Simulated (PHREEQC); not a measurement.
Acid rinse or clean with polishing slurry liquid (model solution)

Solution A (0.0081 mol/kgw HCl and 0.024 mol/kgw FeCl3) is mixed with solution B (0.039 mol KOH and 0.012 mol K2SO4 per kg of water) at 20 °C; shares are by mass of water, 1 kg in all. Oxygen is held at 0.21 atm. The system is closed to CO2. Solids allowed: Fe(OH)3(a), Sylvite, Jarosite-K. Others were left out.

Equilibrium calculation in PHREEQC: ion-association model, phreeqc.dat.

```
share of solution B     pH  Fe(OH)3(a) (mol)  Jarosite-K (mol)  K in solution (mol/kgw)  Fe in solution (mol/kgw)
-------------------  -----  ----------------  ----------------  -----------------------  ------------------------
0                     1.96                 0                 0                        0                    0.0240
0.1                   2.03                 0          0.000505                  0.00579                    0.0201
0.2                   2.09                 0           0.00115                   0.0114                    0.0157
0.3                   2.17                 0           0.00177                   0.0171                    0.0115
0.4                   2.29                 0           0.00239                   0.0228                   0.00724
0.5                   2.48                 0           0.00299                   0.0285                   0.00302
0.6                   5.20          0.000968           0.00288                   0.0349                   8.01e-7
0.7                  11.59           0.00720                 0                   0.0441                   3.66e-6
0.8                  12.25           0.00478                 0                   0.0504                   1.69e-5
0.9                  12.50           0.00237                 0                   0.0567                   3.01e-5
1                    12.65                 0                 0                   0.0630                         0
```

Jarosite-K from share of solution B = 0.1 (pH 2.03), last present at share of solution B = 0.6; Fe(OH)3(a) from share of solution B = 0.6 (pH 5.20), last present at share of solution B = 0.9.
